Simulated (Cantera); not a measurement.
A perfectly stirred reactor is fed with 2.03 % C2H6, 16.5 % O2, 62.1 % N2, 19.3 % H2O, at 2.50 bar; it is adiabatic with a 550 K inlet, and is followed from long to short residence time, starting on the burning branch (τ in s: 0.047, 0.016, 0.0052, 0.0018, 0.00059, 0.0002, 6.6e-05, 2.2e-05, 7.3e-06).

Computed with Cantera and GRI-Mech 3.0 (53 species, 325 reactions).

Task: Predict: blow-out, bracketed by the residence times tried; x(C2H6) at τ = 47.0 ms; x(O2) at τ = 47.0 ms; x(H2O) at τ = 47.0 ms; x(CH4) at τ = 47.0 ms; x(NO) at τ = 47.0 ms; x(C2H6) at τ = 0.590 ms; x(O2) at τ = 0.590 ms; x(H2O) at τ = 0.590 ms.

Result: 
* **blow-out, bracketed by the residence times tried**: burning at 16.0 ms, out at 5.20 ms
* **x(C2H6) at τ = 47.0 ms**: 1.96e-5
* **x(O2) at τ = 47.0 ms**: 0.0943
* **x(H2O) at τ = 47.0 ms**: 0.251
* **x(CH4) at τ = 47.0 ms**: 2.25e-6
* **x(NO) at τ = 47.0 ms**: 4.09e-8
* **x(C2H6) at τ = 0.590 ms**: 0.0203
* **x(O2) at τ = 0.590 ms**: 0.165
* **x(H2O) at τ = 0.590 ms**: 0.193
